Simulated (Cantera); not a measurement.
A freely propagating, adiabatic, planar premixed flame of 13.3 % CH3OH, 18.1 % O2, 68.3 % N2, 0.226 % H2O, unburnt at 323 K and 100000 Pa; mixture-averaged transport, grid criteria slope 0.08 and curve 0.16, no radiation.

Model: GRI-Mech 3.0 (53 species, 325 reactions), integrated in Cantera. GRI-Mech 3.0 was tuned for natural gas; its chemistry of methanol as a main component is partial and can be far from experiment. Burning velocities carry a grid error of a few per cent, more on coarse grids.

x: mole fraction of selected species; z is measured from the peak of heat release.

| z (mm) | T (K) | u (m/s) | x CH3OH | x O2 | x CO2 | x C2H2 | x H2 | x HCO |
|---|---|---|---|---|---|---|---|---|
| -0.913 | 323 | 0.541 | 0.133 | 0.181 | 8.24e-8 | <1e-8 | 0.00118 | <1e-8 |
| -0.609 | 325 | 0.546 | 0.133 | 0.180 | 3.68e-6 | <1e-8 | 0.00418 | <1e-8 |
| -0.456 | 331 | 0.558 | 0.132 | 0.179 | 2.30e-5 | <1e-8 | 0.00796 | <1e-8 |
| -0.304 | (withheld) | 0.662 | 0.128 | 0.173 | 0.000336 | 1.07e-8 | 0.0161 | <1e-8 |
| -0.152 | (withheld) | 1.38 | 0.0974 | 0.140 | 0.00503 | 1.41e-7 | 0.0291 | 1.69e-8 |
| -0.0761 | (withheld) | 2.18 | 0.0544 | 0.102 | 0.0130 | 3.50e-7 | 0.0356 | 1.08e-5 |
| 0 | (withheld) | 3.05 | 0.00757 | 0.0609 | 0.0266 | 6.93e-7 | 0.0376 | 0.000241 |
| 0.0761 | 1761 | 3.34 | 6.23e-5 | 0.0363 | 0.0432 | 3.41e-7 | 0.0280 | 2.27e-5 |
| 0.152 | 1813 | 3.42 | 1.36e-7 | 0.0239 | 0.0574 | 3.49e-8 | 0.0224 | 4.55e-7 |
| 0.304 | 1881 | 3.52 | <1e-8 | 0.0158 | 0.0731 | <1e-8 | 0.0208 | 1.43e-7 |
| 0.609 | 1961 | 3.64 | <1e-8 | 0.0117 | 0.0823 | <1e-8 | 0.0203 | 8.67e-8 |
| 1.22 | 2042 | 3.77 | <1e-8 | 0.00854 | 0.0859 | <1e-8 | 0.0184 | 4.99e-8 |
| 2.43 | 2114 | 3.89 | <1e-8 | 0.00569 | 0.0891 | <1e-8 | 0.0160 | 2.68e-8 |

Some entries are withheld; supply them.


- -0.304, T (K): 388
- -0.152, T (K): 781
- -0.0761, T (K): 1191
- 0, T (K): 1617
